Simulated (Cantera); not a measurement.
Feed: 1 mol SF₆, 0.46 mol SO₂, 0.25 mol H₂, equilibrated at 3400 K and 91.0 Pa.

These are equilibrium values from Cantera (NASA tables, ideal gas, pure condensed phases), not measurements of a reactor. Rates play no part.

```tsv
species	before	after
F	0.673	0.672
S	0.165	0.166
O	0.104	0.104
HF	0.0110	0.0148
H	0.0460	0.0424
S₂	4.92e-5	7.23e-5
SO	0.000845	0.00124
SF	2.76e-5	4.04e-5
O₂	6.79e-5	9.94e-5
SH	9.09e-6	1.23e-5
OH	3.38e-5	4.56e-5
```
Gas species are given as mole fractions.

**Question.** Name the change that produced these shifts.
A. SO₂ from 0.46 to 0.13 mol
B. SO₂ from 0.46 to 0.0084 mol
C. temperature from 3400 K to 3048 K
D. pressure from 91.0 Pa to 1.33 mbar

**Answer.** D, pressure from 91.0 Pa to 1.33 mbar
